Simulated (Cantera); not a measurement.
An isothermal, constant-pressure homogeneous reactor starts with NH3 : N2 = 1 : 0.11 (molar parts), at 1398 K and 63.0 Torr.

Cantera simulation using the gas-phase N/H chemistry of the illustrative SiF4/NH3 mechanism in the Surface Chemkin manual (1991); the numbers are that mechanism's predictions, not measurements. Walls and surfaces, which speed up NH3 decomposition in real reactors, are not modelled.

x: mole fraction; the columns are a selection and need not sum to one.

| t (s) | x NH3 | x N | x N2H2 | x H2 | x H |
|---|---|---|---|---|---|
| 4.00e-6 | 0.901 | <1e-12 | <1e-12 | 1.16e-10 | 1.35e-10 |
| 2.12e-5 | 0.901 | <1e-12 | <1e-12 | 1.15e-9 | 1.78e-10 |
| 0.000112 | 0.901 | <1e-12 | <1e-12 | 6.85e-9 | 1.79e-10 |
| 0.000596 | 0.901 | <1e-12 | <1e-12 | 3.71e-8 | 1.79e-10 |
| 0.00316 | 0.901 | <1e-12 | 4.04e-11 | 1.98e-7 | 1.79e-10 |
| 0.0167 | 0.901 | <1e-12 | [?] | 1.07e-6 | 1.88e-10 |
| 0.0887 | 0.901 | <1e-12 | [?] | 9.57e-6 | 5.00e-10 |
| 0.470 | 0.901 | 8.44e-12 | 3.84e-7 | 0.000261 | 5.46e-9 |
| 2.49 | 0.898 | 4.63e-11 | 3.86e-7 | 0.00199 | 3.02e-8 |
| 13.2 | 0.887 | 2.15e-10 | 3.74e-7 | 0.0110 | 1.59e-7 |
| 70.0 | 0.831 | 5.80e-10 | [?] | 0.0551 | 7.84e-7 |

### Question
Some entries are withheld; supply them.

### Answer

- 0.0167, x N2H2: 2.24e-9
- 0.0887, x N2H2: 6.91e-8
- 70.0, x N2H2: 3.18e-7
